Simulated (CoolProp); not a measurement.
Properties of nitrogen along the isotherm 133.9 K.

Values from CoolProp's reference Helmholtz-energy equation of state, Span 2000.

| p (MPa) | phase | speed of sound (m/s) | Joule-Thomson coefficient (K/MPa) | viscosity (µPa s) | fugacity coefficient |
|---|---|---|---|---|---|
| 0.0268 | gas | ___ | 9.455 | 9.08 | 0.9978 |
| 0.0509 | gas | 235.4 | 9.458 | 9.09 | 0.9958 |
| 0.0965 | gas | 235.0 | 9.464 | 9.11 | 0.9921 |
| 0.183 | gas | 234.1 | 9.473 | 9.14 | 0.9851 |
| 0.347 | gas | 232.6 | 9.490 | 9.20 | 0.9718 |
| 0.657 | gas | 229.5 | 9.515 | 9.34 | 0.9468 |
| 1.25 | gas | 223.5 | 9.534 | 9.63 | ___ |
| 2.36 | gas | 211.4 | ___ | 10.4 | 0.8126 |
| 4.48 | supercritical | 193.5 | 5.816 | 16.6 | 0.6441 |
| 8.49 | supercritical | 397.7 | 0.8102 | ___ | ___ |

**Question.** Some entries are withheld; supply them.

**Answer.** 
- 0.0268, speed of sound (m/s): 235.6
- 1.25, fugacity coefficient: 0.8996
- 2.36, Joule-Thomson coefficient (K/MPa): 9.385
- 8.49, viscosity (µPa s): 38.6
- 8.49, fugacity coefficient: 0.4278

Viscosity comes from a separate model (Lemmon 2004).
